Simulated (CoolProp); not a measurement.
Vapour-liquid equilibrium of methane (1) + ethylene (2) at 0.495 MPa; x and y are mole fractions of (1).

The numbers come from the multi-fluid Helmholtz-energy mixture model, Setzmann 1991 and Smukala 2000; pair parameters Bell 2016 in CoolProp.

| x | bubble temperature (K) | y at the bubble point | dew temperature at overall composition x (K) | liquid density (mol/L) |
|---|---|---|---|---|
| 0.05 | 189.7 | ___ | 200.8 | ___ |
| 0.2 | 164.2 | ___ | 196.6 | 20.91 |
| 0.35 | 152.2 | 0.947 | 191.9 | 21.90 |
| 0.5 | 146.0 | ___ | ___ | 22.58 |
| 0.65 | ___ | 0.984 | 179.4 | 23.12 |
| 0.8 | 139.0 | 0.991 | 169.8 | 23.56 |
| 0.95 | 136.1 | ___ | 151.5 | 23.92 |

Task: Fill in the missing entries.

Result: 
- 0.05, y at the bubble point: 0.412
- 0.05, liquid density (mol/L): 19.23
- 0.2, y at the bubble point: 0.862
- 0.5, y at the bubble point: 0.972
- 0.5, dew temperature at overall composition x (K): 186.3
- 0.65, bubble temperature (K): 142.0
- 0.95, y at the bubble point: 0.998

No azeotrope shows between x = 0.05 and 0.95.

The pair parameters rest on a limited set of measurements; away from them the model extrapolates. The gap from Raoult's law changes sign with composition, which may be real or a fault of the pair parameters; it wasn't checked against measurements.
